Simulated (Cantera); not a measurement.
Charge: 1 mol Si₂H₆, 0.068 mol O₃, a varied amount of H₂, held at 1677 °C and 37.0 Pa.

Method: chemical equilibrium by Gibbs-energy minimisation in Cantera with the NASA 1993 tables (ideal gas, pure condensed phases). Candidate condensed phases: H₂O, Si, SiO₂; 18 gas species. The feed counts by its element totals alone. Gases not in the tables: Si₂H₆ and higher silanes. Kinetics and transport are ignored.

Task: Which condensed phases are stable at each of these points (n(H₂) (mol)): 1.1, 1.8, 3, 4.9, 8.2, 14, 22, 37, 61?

Result: 
| n(H₂) (mol) | condensed phases | Si condensed (%) |
|---|---|---|
| 1.1 | Si(l) | 73.9 |
| 1.8 | Si(l) | 71.4 |
| 3 | Si(l) | 66.9 |
| 4.9 | Si(l) | 59.9 |
| 8.2 | Si(l) | 47.8 |
| 14 | Si(l) | 26.4 |
| 22 | gas only | 0.0 |
| 37 | gas only | 0.0 |
| 61 | gas only | 0.0 |

From 1.1 mol H₂ to 14 mol H₂ the condensed part is Si(l). From 22 mol H₂ to 61 mol H₂ nothing is condensed.
